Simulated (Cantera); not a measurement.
A Cantera script and what it prints.

```python
import numpy as np
import cantera as ct

gas_names = """
    CL2 AL2O O3
""".split()
cond_names = """
    ALCL3(s) ALCL3(L)
""".split()


# ... load() reads the species with a 1 bar reference pressure and builds the phases ...
species = {s.name: s for s in load("nasa_gas.yaml", gas_names) + load("nasa_condensed.yaml", cond_names)}
# Each term lists the table entries of one substance; the one whose range holds T is used.
reactions = {
    '9 Cl2(g) + 3 Al2O(g) = O3(g) + 6 AlCl3':
        [(-9, ['CL2']), (-3, ['AL2O']), (1, ['O3']), (6, ['ALCL3(s)', 'ALCL3(L)'])],
}


def pick(names, T):
    return next(species[n] for n in names if species[n].thermo.min_temp <= T <= species[n].thermo.max_temp)


results = []
for label, terms in reactions.items():
    print(label)
    print("     T/K   dH/kJ  dS/(J/K)   dG/kJ   log10 K")
    for T in [423, 448, 473, 498, 523, 548, 573]:
        used = [(nu, pick(names, T)) for nu, names in terms]
        dH = sum(nu * s.thermo.h(T) for nu, s in used) / 1e6
        dS = sum(nu * s.thermo.s(T) for nu, s in used) / 1e3
        dG = dH - T * dS / 1e3
        logK = -dG * 1e6 / (ct.gas_constant * T * np.log(10))
        results.append((label, T, dH, dS, dG, logK, [s.name for _, s in used]))
        print(f"{T:8g} {dH:8.1f} {dS:8.1f} {dG:8.1f} {logK:8.2f}")
```

Result:

```
9 Cl2(g) + 3 Al2O(g) = O3(g) + 6 AlCl3
     T/K   dH/kJ  dS/(J/K)   dG/kJ   log10 K
     423  -3638.2  -1819.2  -2868.6   354.23
     448  -3633.8  -1809.1  -2823.3   329.18
     473  -3416.1  -1341.6  -2781.5   307.17
     498  -3408.5  -1325.8  -2748.2   288.25
     523  -3400.8  -1310.9  -2715.2   271.18
     548  -3393.3  -1296.8  -2682.6   255.70
     573  -3385.7  -1283.3  -2650.4   241.60
```

Source: NASA polynomial tables (part measured, part estimated), evaluated in Cantera. Condensed species are held in their standard states even where they would react or evaporate.
